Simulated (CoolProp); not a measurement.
Properties of R115 at several states.

Values from CoolProp's reference Helmholtz-energy equation of state, Lemmon 2016.

```json
[
 {"T (°C)": "215.55", "p (MPa)": "0.876", "phase": "gas", "density (kg/m³)": "34.29", "cv (kJ/(kg K))": "0.8639", "isothermal compressibility (1/MPa)": "1.176"},
 {"T (°C)": "-35.55", "p (MPa)": "0.0952", "phase": "gas", "density (kg/m³)": "7.735", "cv (kJ/(kg K))": "0.5836", "isothermal compressibility (1/MPa)": "10.95"},
 {"T (°C)": "121.55", "p (MPa)": "0.776", "phase": "gas", "density (kg/m³)": "38.77", "cv (kJ/(kg K))": "0.7829", "isothermal compressibility (1/MPa)": "1.371"}
]
```
